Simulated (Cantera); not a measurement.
Feed: 1 mol CS₂, 0.035 mol O₂, 47 mol N₂, equilibrated at 2698.15 K and 1 atm.

These are equilibrium values from Cantera (NASA tables, ideal gas, pure condensed phases), not measurements of a reactor. Candidate condensed phases: C, S; 35 gas species. The numbers say what is thermodynamically allowed, not how fast it happens.

Base state: N₂ 0.966, CS 0.0173, S 0.00750, S₂ 0.00633, CS₂ 0.00181, CO 0.00144, SN 5.29e-5, CN 3.77e-5 (mole fractions); condensed: gas only.

### Question
What changes in the equilibrium state with this change: CS₂ replaced by HI?

### Answer
```json
[
 {"species": "N₂", "before": "0.966", "after": "0.967"},
 {"species": "I", "before": "0", "after": "0.0203"},
 {"species": "H₂", "before": "0", "after": "0.00675"},
 {"species": "CS", "before": "0.0173", "after": "0"},
 {"species": "S", "before": "0.00750", "after": "0"},
 {"species": "S₂", "before": "0.00633", "after": "0"},
 {"species": "H", "before": "0", "after": "0.00461"},
 {"species": "CS₂", "before": "0.00181", "after": "0"}
]
```
Further candidate phases: H₂O, I₂.

### Question
What changes in the equilibrium state with this change: temperature from 2698.15 K to 1623.15 K?

### Answer
| species | before | after |
|---|---|---|
| N₂ | 0.966 | 0.978 |
| CS₂ | 0.00181 | 0.0171 |
| S₂ | 0.00633 | 0.00350 |
| CS | 0.0173 | 0.000338 |
| CN | 3.77e-5 | 1.27e-9 |
| S | 0.00750 | 8.97e-6 |
| SN | 5.29e-5 | 1.07e-7 |
| CO | 0.00144 | 0.00145 |
| C(graphite), mol | 0 | 0.0907 |

### Question
What changes in the equilibrium state with this change: CS₂ replaced by HCl?

### Answer
```tsv
species	before	after
N₂	0.966	0.973
HCl	0	0.0115
Cl	0	0.00917
CS	0.0173	0
S	0.00750	0
S₂	0.00633	0
H	0	0.00274
```
Further candidate phases: H₂O, NH₄Cl.
